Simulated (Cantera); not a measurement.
Charge: 1 mol Ti(OiPr)₄, 39 mol H₂, held at 1873 K and 11000 Pa.

Method: chemical equilibrium by Gibbs-energy minimisation in Cantera with the NASA 1993 tables (ideal gas, pure condensed phases). Candidate condensed phases: C, C₆H₆, C₇H₈, C₈H₁₈, H₂O, Ti, TiC, TiO, TiO₂, Ti₂O₃, Ti₃O₅, Ti₄O₇; 113 gas species. The feed counts by its element totals alone. TiC: taken at fixed stoichiometry. Kinetics and transport are ignored.

Q: What is the equilibrium state?

A: 
```
Item                                     Value
-----------------------------------  ---------
x(H₂)                                    0.928
x(CO)                                   0.0701
x(H)                                   0.00187
x(C₂H₂ (acetylene))                   0.000289
x(CH₄)                                 5.77e-5
x(CH₃)                                 2.34e-6
x(H₂O)                                 1.44e-6
n(C(graphite))                        6.96 mol
n(TiC(s))                             1.00 mol
gas amount                           57.05 mol
log10 activity of Ti(β) (absent)         -4.46
log10 activity of Ti₂O₃(s) (absent)      -9.87
log10 activity of Ti₃O₅(s) (absent)     -16.38
```
